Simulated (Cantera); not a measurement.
An adiabatic, constant-volume homogeneous reactor starts with CO : H₂ : O₂ : N₂ = 1 : 0.052 : 0.598 : 2.25 (molar parts), at 975 K and 1950 Torr. Integrator tolerance rtol = 1e-08.

Computed with Cantera and GRI-Mech 3.0 (53 species, 325 reactions). The hydrogen kinetics of GRI-Mech 3.0 are dated; newer H2 mechanisms differ, most at raised pressure.

Problem. What does this change do: pressure from 1950 Torr to 488 Torr?

Solution. 
```
quantity                                                              before                                      after
---------------------------------  -----------------------------------------  -----------------------------------------
time of steepest temperature rise                                    5.94 ms                                    1.41 ms
temperature at 0.900 s                                                2826 K                                     2722 K
equilibrium temperature                                               2826 K                                     2722 K
x(CO) at 0.900 s                       0.0680 (gas-phase equilibrium 0.0680)      0.0787 (gas-phase equilibrium 0.0787)
x(H₂) at 0.900 s                   0.000509 (gas-phase equilibrium 0.000509)  0.000612 (gas-phase equilibrium 0.000612)
x(O₂) at 0.900 s                       0.0435 (gas-phase equilibrium 0.0435)      0.0484 (gas-phase equilibrium 0.0484)
x(CO₂) at 0.900 s                        0.217 (gas-phase equilibrium 0.217)        0.204 (gas-phase equilibrium 0.204)
x(NO) at 0.900 s                       0.0156 (gas-phase equilibrium 0.0156)      0.0142 (gas-phase equilibrium 0.0142)
```
